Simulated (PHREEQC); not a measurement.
Dissolve 0.16 mol KBr per kg of water at 37 °C. Closed to the air; pH follows from the charge balance.

Model: ion-association model, phreeqc.dat, run in PHREEQC.

* **ionic strength**: 0.160 mol/kgw
* **specific conductance**: 24600 µS/cm
* **density**: 1.007 g/cm³

| species | molality | activity | log γ |
|---|---|---|---|
| Br- | 0.160 | 0.114 | -0.149 |
| K+ | 0.160 | 0.116 | -0.140 |
| OH- | 2.03e-7 | 1.46e-7 | -0.143 |
| H+ | 2.03e-7 | 1.63e-7 | -0.095 |

Precipitation was switched off in this run. Species that the database lacks are ignored. Constants without temperature data keep their 25 °C values here.
